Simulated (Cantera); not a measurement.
Feed: 1 mol Si₃H₈, 0.45 mol Cl₂, 240 mol H₂, at 627 °C and 0.320 bar.

Equilibrium computed with Cantera from the NASA thermochemical tables; the gas is ideal and each condensed phase is pure. Candidate condensed phases: Si; 19 gas species. The feed counts by its element totals alone. Equilibrium is a limit: real reactors are often held back by kinetics, nucleation or transport.

Base state: H₂ 0.998, HCl 0.00133, SiHCl₃ 0.000441, SiCl₄ 0.000208, SiH₂Cl₂ 8.89e-5 (mole fractions); condensed: Si(s).

Problem. What changes in the equilibrium state with this change: Si₃H₈ replaced by SiHCl₃?

Solution. 
```tsv
species	before	after
H₂	0.998	0.994
HCl	0.00133	0.00228
SiHCl₃	0.000441	0.00214
SiCl₄	0.000208	0.00172
SiCl₃	3.25e-6	1.58e-5
SiH₂Cl₂	8.89e-5	0.000251
Si(s), mol	2.82	0
```
The tables' values for SiCl₃ are old estimates; treat these amounts as uncertain.

Problem. What changes in the equilibrium state with this change: temperature from 627 °C to 1225 °C?

Solution. 
| species | before | after |
|---|---|---|
| H₂ | 0.998 | 0.996 |
| HCl | 0.00133 | 0.00360 |
| SiCl₂ | 2.42e-6 | 4.16e-5 |
| SiHCl₃ | 0.000441 | 1.00e-7 |
| SiCl₄ | 0.000208 | 3.51e-9 |
| H | <1e-9 | 3.03e-5 |
| SiH₂Cl₂ | 8.89e-5 | 4.53e-7 |
| Si(s), mol | 2.82 | 2.99 |

Problem. What changes in the equilibrium state with this change: temperature from 627 °C to 1150 °C?

Solution. 
| species | before | after |
|---|---|---|
| H₂ | 0.998 | 0.996 |
| HCl | 0.00133 | 0.00360 |
| SiCl₂ | 2.42e-6 | 3.92e-5 |
| SiHCl₃ | 0.000441 | 2.45e-7 |
| SiCl₄ | 0.000208 | 1.14e-8 |
| H | <1e-9 | 1.17e-5 |
| Si(s), mol | 2.82 | 2.99 |
